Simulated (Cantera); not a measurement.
An adiabatic, constant-pressure homogeneous reactor starts with CH4 : CO : O2 : N2 = 1 : 0.21 : 2.29 : 8.6 (molar parts), at 1048 K and 10500 Torr. Integrator tolerance rtol = 1e-08.

Model: GRI-Mech 3.0 (53 species, 325 reactions), integrated in Cantera. The pressure lies above the range GRI-Mech 3.0 was tuned for (to about 10 atm).

Task: What does this change do: CO 0.21 to 0.13 parts?

Result: 
```
quantity                                                            before                                    after
---------------------------------  ---------------------------------------  ---------------------------------------
time of steepest temperature rise                                  39.8 ms                                  34.5 ms
temperature at 0.100 s                                              2648 K                                   2632 K
equilibrium temperature                                             2648 K                                   2632 K
x(CH4) at 0.100 s                    <1e-12 (gas-phase equilibrium <1e-12)    <1e-12 (gas-phase equilibrium <1e-12)
x(CO) at 0.100 s                     0.0135 (gas-phase equilibrium 0.0135)    0.0113 (gas-phase equilibrium 0.0113)
x(O2) at 0.100 s                     0.0175 (gas-phase equilibrium 0.0175)    0.0195 (gas-phase equilibrium 0.0195)
x(NO2) at 0.100 s                  6.69e-6 (gas-phase equilibrium 6.69e-6)  7.38e-6 (gas-phase equilibrium 7.38e-6)
x(H2O) at 0.100 s                      0.157 (gas-phase equilibrium 0.157)      0.158 (gas-phase equilibrium 0.158)
```

Task: What does this change do: 0.12 parts C2H6 added?

Result: 
| quantity | before | after |
|---|---|---|
| time of steepest temperature rise | 39.8 ms | 7.11 ms |
| temperature at 0.100 s | 2648 K | 2714 K |
| equilibrium temperature | 2648 K | 2714 K |
| x(CH4) at 0.100 s | <1e-12 (gas-phase equilibrium <1e-12) | <1e-12 (gas-phase equilibrium <1e-12) |
| x(CO) at 0.100 s | 0.0135 (gas-phase equilibrium 0.0135) | 0.0382 (gas-phase equilibrium 0.0382) |
| x(O2) at 0.100 s | 0.0175 (gas-phase equilibrium 0.0175) | 0.00325 (gas-phase equilibrium 0.00325) |
| x(NO2) at 0.100 s | 6.69e-6 (gas-phase equilibrium 6.69e-6) | 1.27e-6 (gas-phase equilibrium 1.27e-6) |
| x(H2O) at 0.100 s | 0.157 (gas-phase equilibrium 0.157) | 0.172 (gas-phase equilibrium 0.172) |
